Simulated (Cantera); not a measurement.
Cantera run, input and output.

```python
import numpy as np
import cantera as ct

gas = ct.Solution("gri30.yaml")
gas.TPX = 475, 54000, {'C3H8': 1, 'O2': 9.26, 'N2': 34.8}
inlet = ct.Reservoir(gas, clone=True)
gas.equilibrate("HP")  # start burning
reactor = ct.IdealGasConstPressureReactor(gas, energy="on", clone=False)
exhaust = ct.Reservoir(gas, clone=True)
tau = [0.19, 0.06, 0.019, 0.006, 0.0019, 0.00061, 0.00019, 6.1e-05, 1.9e-05][0]
for a, b in ((inlet, reactor), (reactor, exhaust)):
    ct.MassFlowController(a, b, mdot=lambda t: reactor.mass / tau)
net = ct.ReactorNet([reactor])
show = ['C3H8', 'O2', 'HO2', 'OH', 'NO', 'CH2CO', 'H2']

rows = []
print(f"{'tau/s':>10s}{'T/K':>9s}" + "".join(f"{s:>11s}" for s in show))
for tau in [0.19, 0.06, 0.019, 0.006, 0.0019, 0.00061, 0.00019, 6.1e-05, 1.9e-05]:
    net.initial_time = 0.0
    net.advance(30 * tau)
    before = gas.X
    net.advance(40 * tau)
    drift = np.max(np.abs(gas.X - before) / (gas.X + 1e-9))
    rows.append([gas.T, *gas[show].X, drift])
    print(f"{tau:10.3e}{gas.T:9.1f}" + "".join(f"{x:11.3e}" for x in gas[show].X))
```

It prints:

```
     tau/s      T/K       C3H8         O2        HO2         OH         NO      CH2CO         H2
 1.900e-01   1718.0  8.414e-07  9.228e-02  1.443e-06  1.248e-03  1.752e-05  1.650e-06  1.179e-04
 6.000e-02   1708.9  1.809e-06  9.231e-02  2.742e-06  1.741e-03  1.270e-05  3.390e-06  2.386e-04
 1.900e-02   1692.1  3.754e-06  9.248e-02  5.154e-06  2.357e-03  8.948e-06  6.612e-06  4.686e-04
 6.000e-03   1662.3  7.909e-06  9.303e-02  9.347e-06  3.014e-03  6.712e-06  1.232e-05  8.675e-04
 1.900e-03   1612.3  1.832e-05  9.456e-02  1.653e-05  3.490e-03  5.123e-06  2.291e-05  1.467e-03
 6.100e-04   1528.8  5.569e-05  9.907e-02  3.259e-05  3.366e-03  2.785e-06  5.053e-05  2.298e-03
 1.900e-04    475.0  2.219e-02  2.055e-01 -3.686e-19 -3.908e-27 -2.671e-21 -1.822e-18 -2.335e-17
 6.100e-05    475.0  2.219e-02  2.055e-01 -1.153e-22 -1.730e-31 -3.257e-24 -2.221e-21 -2.846e-20
 1.900e-05    475.0  2.219e-02  2.055e-01  9.033e-23 -1.176e-32 -2.057e-25 -1.403e-22 -1.798e-21
```

Detailed kinetics in Cantera: GRI-Mech 3.0 (53 species, 325 reactions). GRI-Mech 3.0 was tuned for natural gas; its chemistry of propane as a main component is partial and can be far from experiment.
